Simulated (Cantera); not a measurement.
# Halide evaporation, hydrolysis and transport: LiCl + H₂O + H₂

Input: 1 mol LiCl, 1.6 mol H₂O, 1.1 mol H₂, held at 8.70 mbar.

These are equilibrium values from Cantera (NASA tables, ideal gas, pure condensed phases), not measurements of a reactor. Candidate condensed phases: H₂O, Li, LiCl, LiH, LiOH, Li₂O; 25 gas species. The numbers say what is thermodynamically allowed, not how fast it happens.

At 850 K the condensed part is LiCl(s). From 900 K to 1050 K the condensed part is LiCl(l). From 1100 K to 1350 K nothing is condensed. The main Li-bearing gas is Li₂Cl₂ at 850 K and LiCl at 1350 K.

| T (K) | x H₂O | x H₂ | x LiCl | x Li₂Cl₂ | x Li₃Cl₃ | x HCl | x LiOH | x H | n LiCl(s) | n LiCl(l) |
|---|---|---|---|---|---|---|---|---|---|---|
| 850 | 0.592 | 0.407 | 0.000467 | 0.000981 | 8.18e-5 | 1.09e-5 | 3.60e-6 | 1.40e-10 | 0.993 | 0 |
| 900 | 0.589 | 0.405 | 0.00216 | 0.00426 | 0.000323 | 2.93e-5 | 1.53e-5 | 7.97e-10 | 0 | 0.968 |
| 950 | 0.580 | 0.399 | 0.00769 | 0.0130 | 0.000812 | 6.43e-5 | 5.52e-5 | 3.77e-9 | 0 | 0.900 |
| 1000 | 0.557 | 0.383 | 0.0239 | 0.0347 | 0.00183 | 0.000153 | 0.000144 | 1.51e-8 | 0 | 0.716 |
| 1050 | 0.501 | 0.345 | 0.0660 | 0.0835 | 0.00373 | 0.000334 | 0.000323 | 5.11e-8 | 0 | 0.220 |
| 1100 | 0.471 | 0.324 | 0.114 | 0.0869 | 0.00230 | 0.000572 | 0.000562 | 1.58e-7 | 0 | 0 |
| 1150 | 0.460 | 0.317 | 0.157 | 0.0637 | 0.000877 | 0.000874 | 0.000867 | 4.50e-7 | 0 | 0 |
| 1200 | 0.449 | 0.310 | 0.196 | 0.0415 | 0.000293 | 0.00125 | 0.00124 | 1.18e-6 | 0 | 0 |
| 1250 | 0.441 | 0.305 | 0.226 | 0.0246 | 8.81e-5 | 0.00168 | 0.00167 | 2.86e-6 | 0 | 0 |
| 1300 | 0.436 | 0.301 | 0.244 | 0.0137 | 2.50e-5 | 0.00216 | 0.00216 | 6.51e-6 | 0 | 0 |
| 1350 | 0.433 | 0.300 | 0.255 | 0.00751 | 7.12e-6 | 0.00270 | 0.00269 | 1.40e-5 | 0 | 0 |
x: gas mole fraction; n: condensed amount in mol.
